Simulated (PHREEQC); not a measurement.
Solution (25 °C): 0.071 mol/kgw HF, 0.08 mol/kgw NH4HF2 and 0.00013 mol/kgw H2SO4. Closed to the air; pH follows from the charge balance.

The numbers come from PHREEQC with the ion-association model, phreeqc.dat.

**Question.** The ionic strength comes out as 0.0824 mol/kgw. What activity coefficients do SO4-2, HSO4-, NH4SO4-, HF2-, H+ get?

**Answer.** SO4-2 0.40, HSO4- 0.79, NH4SO4- 0.79, HF2- 0.79, H+ 0.83.

This is a speciation only: nothing precipitates in the calculation. Species that the database lacks are ignored.
